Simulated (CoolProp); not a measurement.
Properties of c-C4F8 (RC318) along the isotherm 166.45 °C (Tc = 115.2 °C, pc = 2.778 MPa, ω = 0.355).

Values from CoolProp's reference Helmholtz-energy equation of state, Platzer 1990. This equation is an older, rougher fit.

```json
[
 {"p (MPa)": "0.154", "phase": "gas", "cp (kJ/(kg K))": "0.9771", "speed of sound (m/s)": "136.7", "isothermal compressibility (1/MPa)": "6.572"},
 {"p (MPa)": "0.309", "phase": "gas", "cp (kJ/(kg K))": "0.9811", "speed of sound (m/s)": "135.2", "isothermal compressibility (1/MPa)": "3.317"},
 {"p (MPa)": "0.463", "phase": "gas", "cp (kJ/(kg K))": "0.9855", "speed of sound (m/s)": "133.7", "isothermal compressibility (1/MPa)": "2.242"},
 {"p (MPa)": "0.617", "phase": "gas", "cp (kJ/(kg K))": "0.9901", "speed of sound (m/s)": "132.2", "isothermal compressibility (1/MPa)": "1.706"},
 {"p (MPa)": "0.772", "phase": "gas", "cp (kJ/(kg K))": "0.9952", "speed of sound (m/s)": "130.6", "isothermal compressibility (1/MPa)": "1.383"},
 {"p (MPa)": "0.926", "phase": "gas", "cp (kJ/(kg K))": "1.001", "speed of sound (m/s)": "129.1", "isothermal compressibility (1/MPa)": "1.170"},
 {"p (MPa)": "1.08", "phase": "gas", "cp (kJ/(kg K))": "1.006", "speed of sound (m/s)": "127.5", "isothermal compressibility (1/MPa)": "1.018"},
 {"p (MPa)": "1.23", "phase": "gas", "cp (kJ/(kg K))": "1.013", "speed of sound (m/s)": "125.9", "isothermal compressibility (1/MPa)": "0.9079"},
 {"p (MPa)": "1.39", "phase": "gas", "cp (kJ/(kg K))": "1.020", "speed of sound (m/s)": "124.2", "isothermal compressibility (1/MPa)": "0.8173"}
]
```
